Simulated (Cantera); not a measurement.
A diamond (100) surface in a fixed gas of H2 with x(CH4) = 0.0024, x(H) = 0.0018, x(CH3) = 7.1e-05, 0.286 atm; coverages are run to steady state.

Model: the Harris–Goodwin 1993 mechanism for the reconstructed diamond (100) surface, integrated in Cantera.

θ: site fractions in the mechanism's names (c6HH fully hydrogenated, c6H* and c6*H radical sites, c6** diradical, c6HM methylated).

```tsv
T (K)	growth (µm/h)	θ c6HH	θ c6H*	θ c6*H	θ c6**	θ c6HM
900	…	0.665	0.0101	0.281	0.00413	0.0318
975	…	0.603	0.0157	0.344	0.00759	0.0227
1050	12.2	0.544	0.0224	0.399	0.0125	0.0158
1125	13.0	0.492	0.0298	0.444	0.0186	0.00960
1200	…	0.449	0.0376	0.480	0.0256	0.00416
1275	…	0.414	0.0454	0.505	0.0328	0.00126
1350	…	0.387	0.0528	0.520	0.0393	0.000329
```

Q: What belongs in the gaps?

A: 
- 900, growth (µm/h): 6.16
- 975, growth (µm/h): 9.20
- 1200, growth (µm/h): 9.78
- 1275, growth (µm/h): 5.87
- 1350, growth (µm/h): 4.16
